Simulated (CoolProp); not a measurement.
A single-stage vapour-compression cycle with R227EA: evaporating at 229.15 K (dew point), condensing at 275.15 K (bubble point), superheat 5 K, subcooling 0 K, compressor efficiency 0.6, no pressure losses. Each further row changes one setting.

Computed with CoolProp (reference Helmholtz-energy equation of state, Lemmon 2016).

| case | cooling COP | pressure ratio | discharge temperature (K) | refrigerating effect (kJ/kg) | volumetric capacity (kJ/m³) |
|---|---|---|---|---|---|
| as stated | 2.34 | 8.18 | 293.7 | 97.1 | 222 |
| evaporating temperature 234.15 K | 2.77 | 6.20 | 291.3 | 100 | 298 |
| condensing temperature 270.15 K | 2.73 | 6.78 | 288.2 | 103 | 235 |
| subcooling 5 K | 2.47 | 8.18 | 293.7 | 103 | 235 |
| superheat 15 K | 2.40 | 8.18 | 304.5 | 104 | 228 |
| compressor efficiency 0.5 | 1.95 | 8.18 | 303.6 | 97.1 | 222 |
